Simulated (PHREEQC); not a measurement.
Solution (74 °C): 0.0016 mol TMAH and 0.00012 mol Na2SiO3 per kg of water. Closed to the air; pH follows from the charge balance.

All values are PHREEQC results (ion-association model, phreeqc.dat), not measurements.

This is a speciation only: nothing precipitates in the calculation.

Task: Order these Si species by the share of Si that they hold, largest first: H4SiO4, H2SiO4-2, H3SiO4-.

Result: H3SiO4- (82 %), H4SiO4 (18 %), H2SiO4-2 (0.60 %)

The pH is 9.93 and the ionic strength 0.00184 mol/kgw. Complexes and solids missing from the database can't appear. (CH3)4N+ isn't in the database: it is added as a free cation with an ion size of 4 Å. Constants without temperature data keep their 25 °C values here.
